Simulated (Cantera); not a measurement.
**Premixed flame**

A freely propagating, adiabatic, planar premixed flame of CO : H2 : O2 : N2 : CO2 = 1 : 0.61 : 0.619 : 2.33 : 1.3 (molar parts), unburnt at 375 K and 7500 Torr; mixture-averaged transport, grid criteria slope 0.08 and curve 0.16, no radiation.

Detailed kinetics in Cantera: GRI-Mech 3.0 (53 species, 325 reactions). The hydrogen kinetics of GRI-Mech 3.0 are dated; newer H2 mechanisms differ, most at raised pressure. Burning velocities carry a grid error of a few per cent, more on coarse grids.

```json
[
 {"z (mm)": "-0.225", "T (K)": "375", "u (m/s)": "0.229", "x CO": "0.171", "x H2": "0.100", "x O2": "0.106", "x H2O2": "6.78e-8", "x NO2": "<1e-8", "x HO2": "1.66e-8"},
 {"z (mm)": "-0.150", "T (K)": "379", "u (m/s)": "0.229", "x CO": "0.173", "x H2": "0.0922", "x O2": "0.107", "x H2O2": "1.39e-6", "x NO2": "<1e-8", "x HO2": "3.40e-7"},
 {"z (mm)": "-0.112", "T (K)": "390", "u (m/s)": "0.234", "x CO": "0.174", "x H2": "0.0828", "x O2": "0.107", "x H2O2": "6.84e-6", "x NO2": "1.16e-8", "x HO2": "1.76e-6"},
 {"z (mm)": "-0.0750", "T (K)": "456", "u (m/s)": "0.269", "x CO": "0.174", "x H2": "0.0651", "x O2": "0.106", "x H2O2": "4.43e-5", "x NO2": "9.87e-8", "x HO2": "1.52e-5"},
 {"z (mm)": "-0.0375", "T (K)": "770", "u (m/s)": "0.444", "x CO": "0.158", "x H2": "0.0385", "x O2": "0.0868", "x H2O2": "0.000208", "x NO2": "5.23e-7", "x HO2": "0.000190"},
 {"z (mm)": "-0.0187", "T (K)": "1101", "u (m/s)": "0.627", "x CO": "0.136", "x H2": "0.0245", "x O2": "0.0631", "x H2O2": "0.000212", "x NO2": "2.13e-7", "x HO2": "0.000406"},
 {"z (mm)": "0", "T (K)": "1439", "u (m/s)": "0.807", "x CO": "0.109", "x H2": "0.0128", "x O2": "0.0351", "x H2O2": "1.19e-5", "x NO2": "1.94e-8", "x HO2": "0.000184"},
 {"z (mm)": "0.0187", "T (K)": "1632", "u (m/s)": "0.905", "x CO": "0.0891", "x H2": "0.00703", "x O2": "0.0171", "x H2O2": "1.90e-6", "x NO2": "<1e-8", "x HO2": "6.66e-5"},
 {"z (mm)": "0.0375", "T (K)": "1726", "u (m/s)": "0.951", "x CO": "0.0780", "x H2": "0.00537", "x O2": "0.00912", "x H2O2": "1.18e-6", "x NO2": "<1e-8", "x HO2": "2.97e-5"},
 {"z (mm)": "0.0750", "T (K)": "1802", "u (m/s)": "0.987", "x CO": "0.0691", "x H2": "0.00477", "x O2": "0.00376", "x H2O2": "6.08e-7", "x NO2": "<1e-8", "x HO2": "1.02e-5"},
 {"z (mm)": "0.150", "T (K)": "1844", "u (m/s)": "1.01", "x CO": "0.0647", "x H2": "0.00455", "x O2": "0.00123", "x H2O2": "2.48e-7", "x NO2": "<1e-8", "x HO2": "2.74e-6"},
 {"z (mm)": "0.300", "T (K)": "1862", "u (m/s)": "1.02", "x CO": "0.0631", "x H2": "0.00445", "x O2": "0.000318", "x H2O2": "7.65e-8", "x NO2": "<1e-8", "x HO2": "5.31e-7"},
 {"z (mm)": "0.600", "T (K)": "1868", "u (m/s)": "1.02", "x CO": "0.0626", "x H2": "0.00441", "x O2": "7.01e-5", "x H2O2": "1.77e-8", "x NO2": "<1e-8", "x HO2": "7.15e-8"}
]
```
x: mole fraction of selected species; z is measured from the peak of heat release.

| Property | Value |
|---|---|
| laminar burning velocity | 22.9 cm/s |
| thermal thickness | 0.0750 mm |
| peak x(H2O2) | 0.000250 |
| peak x(HO2) | 0.000408 |
| grid points | 115 |
